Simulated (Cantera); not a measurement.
A Cantera script and what it prints.

```python
import numpy as np
import cantera as ct

gas_names = """
    C CN CO CO2 C2 CCN CNC C2N2 C2O C3 C3O2 C4 C4N2 C5 N NCO NO NO2 NO3 N2 N2O O O2 O3 Pb PbO Pb2
""".split()
cond_names = """
    C(gr) Pb(cr) Pb(L) PbO(rd) PbO(yw) PbO(L) PbO2(s) Pb3O4(s)
""".split()


# ... load() reads the species with a 1 bar reference pressure and builds the phases ...
atoms = {
    'PbO': {'Pb': 1, 'O': 1},
    'CO': {'C': 1, 'O': 1},
    'N2': {'N': 2},
}
top_T = {'C(gr)': 4500, 'Pb3O4(s)': 820}  # K; cautious upper limits of use, not melting points


# ... equilibrate(T, P, feed) seeds the gas with the atoms and calls Mixture.equilibrate('TP', solver="vcs", rtol=1e-11, max_steps=5000) ...
results = []
feed = {'PbO': 1, 'CO': 0.55, 'N2': 0.11}  # mol
T = 1448  # K
P = 7600  # Pa
mix = equilibrate(T, P, feed)
results.append((T, P, feed, dict(zip(mix.species_names, mix.species_moles))))
x = sorted(zip(gas.X, gas.species_names), reverse=True)
print(f"T = {T:g} K  P = {P:g} Pa  gas = {mix.phase_moles(0):.4g} mol")
print("   x: " + "  ".join(f"{s} {v:.3e}" for v, s in x if v > 1e-06))
print("   condensed (mol): " + ("  ".join(f"{mix.phase(i).name} {mix.phase_moles(i):.4g}"
      for i in range(1, mix.n_phases) if mix.phase_moles(i) > 1e-12) or "none"))
```

It prints:

```
T = 1448 K  P = 7600 Pa  gas = 0.8805 mol
   x: CO2 6.233e-01  Pb 1.920e-01  N2 1.249e-01  PbO 5.837e-02  CO 1.302e-03  Pb2 5.707e-05  O2 1.436e-05  NO 3.096e-06
   condensed (mol): Pb(L) 0.3797  PbO(L) 0.3997
```

Equilibrium computed with Cantera from the NASA thermochemical tables; the gas is ideal and each condensed phase is pure. Each liquid is taken as pure. Mutual solubility and eutectic melting of coexisting phases are not modelled. Gases not in the tables: (PbO)n polymers.
